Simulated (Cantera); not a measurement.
Cantera run:

```python
import numpy as np
import cantera as ct

gas_names = [...]  # 116 gases of nasa_gas.yaml made of C, H, Mg, O
cond_names = """
    C(gr) C6H6(L) C7H8(L) C8H18(L),n-octa H2O(s) H2O(L) Mg(cr) Mg(L) MgCO3(s) MgO(s) MgO(L) MgO2H2(s)
""".split()


# ... load() reads the species with a 1 bar reference pressure and builds the phases ...
atoms = {
    'Mg(OH)2': {'Mg': 1, 'O': 2, 'H': 2},
    'CO2': {'C': 1, 'O': 2},
}
top_T = {'C(gr)': 4500}  # K; cautious upper limits of use, not melting points


# ... equilibrate(T, P, feed) seeds the gas with the atoms and calls Mixture.equilibrate('TP', solver="vcs", rtol=1e-11, max_steps=5000) ...
results = []
feed = {'Mg(OH)2': 1, 'CO2': 0.045}  # mol
T = 1148  # K
P = 170000  # Pa
mix = equilibrate(T, P, feed)
results.append((T, P, feed, dict(zip(mix.species_names, mix.species_moles))))
print(gas.report(threshold=1e-05))
for i in range(1, mix.n_phases):
    print(f"{mix.phase(i).name:16s} {mix.phase_moles(i):12.5e} mol")
```

It prints:

```
       temperature   1148 K
          pressure   1.7e+05 Pa
           density   0.34079 kg/m^3
  mean mol. weight   19.134 kg/kmol
   phase of matter   gas

                          1 kg             1 kmol
                     ---------------   ---------------
          enthalpy       -1.1273e+07       -2.1569e+08  J
   internal energy       -1.1771e+07       -2.2524e+08  J
           entropy             12401        2.3729e+05  J/K
    Gibbs function       -2.5509e+07        -4.881e+08  J
 heat capacity c_p            2290.1             43819  J/K
 heat capacity c_v            1855.5             35504  J/K

                      mass frac. Y      mole frac. X     chem. pot. / RT
                     ---------------   ---------------   ---------------
               CO2          0.099043          0.043062            -72.79
               H2O           0.90095           0.95693           -50.162
     [ +114 minor]        2.8736e-06        4.2765e-06

C(gr)             0.00000e+00 mol
Mg(L)             0.00000e+00 mol
MgO(s)            1.00000e+00 mol
```

Cantera equilibrium calculation (NASA polynomials, part measured and part estimated; ideal gas, pure solids and liquids).
